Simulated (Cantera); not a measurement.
Ignition delay

Mixture: CH4 : O2 : N2 = 1 : 1.82 : 6.84 (molar parts), at 750 Torr, adiabatic and at constant pressure. Ignition delay is the time to a rise of 400 K.

Computed with Cantera and GRI-Mech 3.0 (53 species, 325 reactions).

| T0 (K) | delay (ms) |
|---|---|
| 1223 | 34.9 |
| 1273 | 17.6 |
| 1323 | 9.22 |
| 1373 | 4.98 |
| 1423 | 2.78 |
| 1473 | 1.61 |
| 1523 | 0.970 |

```
Item                                                    Result
--------------------------------------------------  ----------
apparent activation energy between 1423 and 1523 K  190 kJ/mol
```
